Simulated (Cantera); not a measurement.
Charge: 1 mol Si, 0.18 mol CO₂, 66 mol N₂, 0.076 mol N₂O, at 10.0 mbar.

These are equilibrium values from Cantera (NASA tables, ideal gas, pure condensed phases), not measurements of a reactor. Candidate condensed phases: C, Si, SiC, SiO₂, Si₂N₂O, Si₃N₄; 34 gas species. Mutual solubility and eutectic melting of coexisting phases are not modelled. Kinetics and transport are ignored.

### Question
Which condensed phases are stable at each of these points (T (K)): 1248, 1323, 1398, 1473, 1548, 1623, 1698, 1773, 1848, 1923, 1998, 2073, 2148, 2223?

### Answer
| T (K) | condensed phases | Si condensed (%) |
|---|---|---|
| 1248 | C(graphite) + Si₂N₂O(s) + Si₃N₄(s) | 100.0 |
| 1323 | C(graphite) + Si₂N₂O(s) + Si₃N₄(s) | 100.0 |
| 1398 | SiC(s) + Si₂N₂O(s) | 100.0 |
| 1473 | SiC(s) + Si₂N₂O(s) + Si₃N₄(s) | 100.0 |
| 1548 | SiC(s) + Si₂N₂O(s) + Si₃N₄(s) | 99.6 |
| 1623 | SiC(s) + Si₂N₂O(s) + Si₃N₄(s) | 96.8 |
| 1698 | SiC(s) + Si₂N₂O(s) + Si₃N₄(s) | 79.0 |
| 1773 | SiC(s) + Si₃N₄(s) | 62.1 |
| 1848 | Si(l) + SiC(s) | 56.7 |
| 1923 | Si(l) + SiC(s) | 50.8 |
| 1998 | Si(l) + SiC(s) | 33.5 |
| 2073 | SiC(s) | 0.2 |
| 2148 | gas only | 0.0 |
| 2223 | gas only | 0.0 |

From 1248 K to 1323 K the condensed part is C(graphite) + Si₂N₂O(s) + Si₃N₄(s). At 1398 K the condensed part is SiC(s) + Si₂N₂O(s). From 1473 K to 1698 K the condensed part is SiC(s) + Si₂N₂O(s) + Si₃N₄(s). At 1773 K the condensed part is SiC(s) + Si₃N₄(s). From 1848 K to 1998 K the condensed part is Si(l) + SiC(s). At 2073 K the condensed part is SiC(s). From 2148 K to 2223 K nothing is condensed.
